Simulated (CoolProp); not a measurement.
Properties of carbon monoxide along the isobar 5.07 MPa (Tc = -140.3 °C, pc = 3.498 MPa, ω = 0.050).

Computed with CoolProp (reference Helmholtz-energy equation of state, Lemmon 2006). It is a short technical equation, of lower accuracy than the large ones.

```csv
T (°C),phase,Z,cv (kJ/(kg K)),speed of sound (m/s),Joule-Thomson coefficient (K/MPa),isothermal compressibility (1/MPa),expansivity (1/kK)
-155.55,liquid,0.2308,0.9801,559.2,0.1215,0.01281,[?]
-137.75,supercritical,0.2696,0.9954,319.6,1.668,0.09073,32.28
-119.85,supercritical,0.6212,0.8925,226.5,6.364,0.3354,27.03
-101.95,supercritical,0.7706,0.8167,253.0,5.630,0.2539,13.16
-84.05,supercritical,0.8479,0.7908,274.1,4.795,0.2287,9.198
-66.25,supercritical,0.8957,0.7772,292.1,4.107,0.2165,7.253
-48.35,supercritical,0.9280,0.7690,308.1,3.543,0.2094,[?]
-30.45,supercritical,0.9508,[?],322.7,3.078,0.2048,5.252
-12.65,supercritical,0.9673,0.7603,336.1,2.691,[?],4.661
5.25,supercritical,0.9797,0.7579,[?],2.360,0.1995,4.203
23.15,supercritical,0.9891,[?],360.7,2.076,0.1979,3.838
41.05,supercritical,0.9963,0.7554,372.1,1.828,0.1967,3.539
```

Question: Complete the blanks.

Answer: 
- -155.55, expansivity (1/kK): 10.11
- -48.35, expansivity (1/kK): 6.063
- -30.45, cv (kJ/(kg K)): 0.7638
- -12.65, isothermal compressibility (1/MPa): 0.2017
- 5.25, speed of sound (m/s): 348.8
- 23.15, cv (kJ/(kg K)): 0.7563
